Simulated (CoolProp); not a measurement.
Aqueous ethanol as a coolant, at -6 °C, 1 atm.

Model: Melinder's fits for secondary coolants, in CoolProp.

```tsv
mass %	freezing point (°C)	cp (kJ/(kg K))	density (kg/m³)	viscosity (mPa s)	conductivity (W/(m K))
20.4	-11.4	4.372	976.7	7.52	0.440
28.1	[?]	4.195	969.8	[?]	0.403
35.8	-25.7	3.967	[?]	9.93	0.368
43.5	[?]	3.741	947.2	9.63	[?]
51.2	-38.5	3.531	[?]	8.69	0.306
```

### Question
Some entries are withheld; supply them.

### Answer

- 28.1, freezing point (°C): -18.3
- 28.1, viscosity (mPa s): 9.23
- 35.8, density (kg/m³): 960.1
- 43.5, freezing point (°C): -32.5
- 43.5, conductivity (W/(m K)): 0.335
- 51.2, density (kg/m³): 931.5
